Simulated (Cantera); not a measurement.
What does this Cantera script print?

```python
import numpy as np
import cantera as ct

gas_names = """
    CF4
""".split()
cond_names = """
    Pb(cr) Pb(L) C(gr) PbF2(a) PbF2(b) PbF2(L)
""".split()


# ... load() reads the species with a 1 bar reference pressure and builds the phases ...
species = {s.name: s for s in load("nasa_gas.yaml", gas_names) + load("nasa_condensed.yaml", cond_names)}
# Each term lists the table entries of one substance; the one whose range holds T is used.
reactions = {
    '2 Pb + CF4(g) = C + 2 PbF2':
        [(-2, ['Pb(cr)', 'Pb(L)']), (-1, ['CF4']), (1, ['C(gr)']), (2, ['PbF2(a)', 'PbF2(b)', 'PbF2(L)'])],
}


def pick(names, T):
    return next(species[n] for n in names if species[n].thermo.min_temp <= T <= species[n].thermo.max_temp)


results = []
for label, terms in reactions.items():
    print(label)
    print("     T/K   dH/kJ  dS/(J/K)   dG/kJ   log10 K")
    for T in [1425, 1500, 1575, 1650, 1725, 1800, 1875, 1950]:
        used = [(nu, pick(names, T)) for nu, names in terms]
        dH = sum(nu * s.thermo.h(T) for nu, s in used) / 1e6
        dS = sum(nu * s.thermo.s(T) for nu, s in used) / 1e3
        dG = dH - T * dS / 1e3
        logK = -dG * 1e6 / (ct.gas_constant * T * np.log(10))
        results.append((label, T, dH, dS, dG, logK, [s.name for _, s in used]))
        print(f"{T:8g} {dH:8.1f} {dS:8.1f} {dG:8.1f} {logK:8.2f}")
```

Output:

```
2 Pb + CF4(g) = C + 2 PbF2
     T/K   dH/kJ  dS/(J/K)   dG/kJ   log10 K
    1425   -322.2    -46.6   -255.9     9.38
    1500   -316.1    -42.4   -252.5     8.79
    1575   -310.0    -38.4   -249.5     8.27
    1650   -303.9    -34.6   -246.8     7.81
    1725   -297.7    -31.0   -244.3     7.40
    1800   -291.7    -27.5   -242.1     7.03
    1875   -285.6    -24.2   -240.2     6.69
    1950   -279.5    -21.1   -238.5     6.39
```

Standard-state values (1 bar) from the NASA 1993 polynomials, evaluated with Cantera. Condensed species are held in their standard states even where they would react or evaporate.
